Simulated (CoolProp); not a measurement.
Properties of octamethyltrisiloxane (MDM) along the isotherm 575 K (Tc = 565.4 K, pc = 1438 kPa, ω = 0.528).

Values from CoolProp's reference Helmholtz-energy equation of state, Thol 2017.

```tsv
p (kPa)	phase	cp (kJ/(kg K))	cv (kJ/(kg K))	expansivity (1/kK)
59.9	gas	2.097	2.059	1.830
120	gas	2.102	2.061	(withheld)
180	gas	2.107	2.063	2.037
240	gas	2.113	2.065	2.154
299	gas	2.119	2.067	2.280
359	gas	2.126	2.070	2.420
419	gas	2.134	2.072	2.575
479	gas	2.143	2.075	2.747
539	gas	2.152	(withheld)	2.938
599	gas	2.163	2.080	3.152
659	gas	2.174	2.083	3.394
719	gas	(withheld)	2.086	3.668
```

Question: Some entries are withheld; supply them.

Answer: 
- 120, expansivity (1/kK): 1.929
- 539, cv (kJ/(kg K)): 2.077
- 719, cp (kJ/(kg K)): 2.188
